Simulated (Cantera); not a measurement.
Cantera with NASA thermochemical tables; ideal gases at 1 bar, condensed phases pure. Values are per mole of reaction as written; species without (g) are pure solids or liquids, kept so even where they would boil at 1 bar.

CO2(g) + 2 TaO2(g) ⇌ CO(g) + Ta2O5

| T (K) | ΔH° (kJ) | ΔS° (J/K) | ΔG° (kJ) | log10 K |
|---|---|---|---|---|
| 300 | -1361.3 | -433.2 | -1231.3 | 214.38 |
| 623 | (withheld) | (withheld) | (withheld) | (withheld) |
| 648 | -1347.0 | -401.8 | -1086.6 | 87.59 |
| 673 | (withheld) | (withheld) | (withheld) | (withheld) |
| 698 | -1344.7 | -398.5 | -1066.6 | 79.82 |
| 723 | -1343.6 | -396.9 | -1056.7 | 76.34 |
| 748 | (withheld) | (withheld) | (withheld) | (withheld) |
| 773 | (withheld) | (withheld) | (withheld) | (withheld) |
| 798 | -1340.2 | -392.4 | -1027.1 | 67.23 |
| 823 | -1339.0 | -390.9 | -1017.3 | 64.56 |

Problem. Fill in the missing entries.

Solution. 
- 623, ΔH° (kJ): -1348.0
- 623, ΔS° (J/K): -403.5
- 623, ΔG° (kJ): -1096.7
- 623, log10 K: 91.95
- 673, ΔH° (kJ): -1345.8
- 673, ΔS° (J/K): -400.1
- 673, ΔG° (kJ): -1076.6
- 673, log10 K: 83.56
- 748, ΔH° (kJ): -1342.5
- 748, ΔS° (J/K): -395.4
- 748, ΔG° (kJ): -1046.8
- 748, log10 K: 73.10
- 773, ΔH° (kJ): -1341.3
- 773, ΔS° (J/K): -393.9
- 773, ΔG° (kJ): -1036.9
- 773, log10 K: 70.06
